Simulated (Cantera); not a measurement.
Mg(OH)2 + H2O + Cl2 (calcination and drying)

Charge: 1 mol Mg(OH)2, 7.5 mol H2O, 0.0043 mol Cl2, equilibrated at 570 Pa.

These are equilibrium values from Cantera (NASA tables, ideal gas, pure condensed phases), not measurements of a reactor. Candidate condensed phases: H2O, Mg, MgCl2, MgO, Mg(OH)2; 22 gas species. The numbers say what is thermodynamically allowed, not how fast it happens.

| T (K) | x H2O | x H2 | x O2 | x OH | x H | x HCl | x O | n MgO(s) |
|---|---|---|---|---|---|---|---|---|
| 1300 | 0.999 | 6.85e-5 | 0.000281 | 2.31e-5 | 1.21e-7 | 0.00101 | 3.93e-8 | 1.00 |
| 1375 | 0.998 | 0.000217 | 0.000347 | 5.53e-5 | 6.69e-7 | 0.00101 | 1.57e-7 | 1.00 |
| 1450 | 0.998 | 0.000560 | 0.000500 | 0.000127 | 2.96e-6 | 0.00101 | 5.95e-7 | 1.000 |
| 1525 | 0.997 | 0.00123 | 0.000798 | 0.000276 | 1.10e-5 | 0.00100 | 2.12e-6 | 1.000 |
| 1600 | 0.995 | 0.00241 | 0.00132 | 0.000571 | 3.53e-5 | 0.000998 | 6.97e-6 | 1.000 |
| 1675 | 0.991 | 0.00436 | 0.00216 | 0.00112 | 0.000101 | 0.000990 | 2.10e-5 | 1.000 |
| 1750 | 0.986 | 0.00740 | 0.00346 | 0.00207 | 0.000265 | 0.000979 | 5.83e-5 | 1.000 |
| 1825 | 0.977 | 0.0119 | 0.00539 | 0.00365 | 0.000638 | 0.000964 | 0.000149 | 1.000 |
| 1900 | 0.964 | 0.0185 | 0.00812 | 0.00613 | 0.00143 | 0.000944 | 0.000356 | 1.000 |
| 1975 | 0.946 | 0.0274 | 0.0119 | 0.00987 | 0.00300 | 0.000917 | 0.000795 | 0.999 |
x: gas mole fraction; n: condensed amount in mol.

From 1300 K to 1975 K the condensed part is MgO(s).
